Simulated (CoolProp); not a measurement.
Ammonia along the isobar 906 kPa: fugacity coefficient from the reference equation and from simpler models built on Tc = 405.6 K, pc = 11360 kPa, ω = 0.256; each cubic takes its own stable root.

The numbers come from the reference Helmholtz-energy equation of state, Gao 2020 in CoolProp.

```json
[
 {"T (K)": "347.4", "phase": "gas", "reference": "0.9483"},
 {"T (K)": "370.8", "phase": "gas", "reference": "0.9593"},
 {"T (K)": "394.1", "phase": "gas", "reference": "0.9674"},
 {"T (K)": "417.5", "phase": "gas", "reference": "0.9736"},
 {"T (K)": "440.9", "phase": "gas", "reference": "0.9783"},
 {"T (K)": "464.3", "phase": "gas", "reference": "0.9821"},
 {"T (K)": "487.6", "phase": "gas", "reference": "0.9850"},
 {"T (K)": "511", "phase": "gas", "reference": "0.9874"}
]
```

### Question
How far does each simpler model (van der Waals, Redlich-Kwong, Peng-Robinson) lie from the reference over these 8 states: mean and median of the absolute difference, and the worst?

### Answer
- van der Waals: mean 0.6 %, median 0.3 %, worst +1.9 % at 347.4 K and 906 kPa
- Redlich-Kwong: mean 0.3 %, median 0.1 %, worst +1.0 % at 347.4 K and 906 kPa
- Peng-Robinson: mean 0.2 %, median 0.1 %, worst +0.4 % at 347.4 K and 906 kPa
